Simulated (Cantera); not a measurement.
# Diamond growth

A diamond (100) surface in a fixed gas of H2 with x(CH4) = 0.0029, x(H) = 0.015, x(CH3) = 0.00039, at 1098 K; coverages are run to steady state.

Computed with Cantera and the Harris–Goodwin 1993 mechanism for the reconstructed diamond (100) surface.

| P (Pa) | growth (µm/h) | θ c6HH | θ c6H* | θ c6*H | θ c6** | θ c6HM |
|---|---|---|---|---|---|---|
| 1100 | 2.22 | 0.508 | 0.0275 | 0.437 | 0.0180 | 0.00621 |
| 1700 | 3.88 | 0.508 | 0.0274 | 0.436 | 0.0179 | 0.00707 |
| 2800 | 7.07 | 0.507 | 0.0274 | 0.436 | 0.0179 | 0.00786 |
| 4500 | 12.1 | 0.507 | 0.0275 | 0.435 | 0.0179 | 0.00842 |
| 7200 | 20.2 | 0.506 | 0.0275 | 0.435 | 0.0179 | 0.00880 |
| 12000 | 34.8 | 0.506 | 0.0277 | 0.434 | 0.0179 | 0.00908 |
| 19000 | 56.0 | 0.506 | 0.0279 | 0.434 | 0.0180 | 0.00925 |
| 30000 | 89.6 | 0.506 | 0.0282 | 0.434 | 0.0180 | 0.00937 |
θ: site fractions in the mechanism's names (c6HH fully hydrogenated, c6H* and c6*H radical sites, c6** diradical, c6HM methylated).
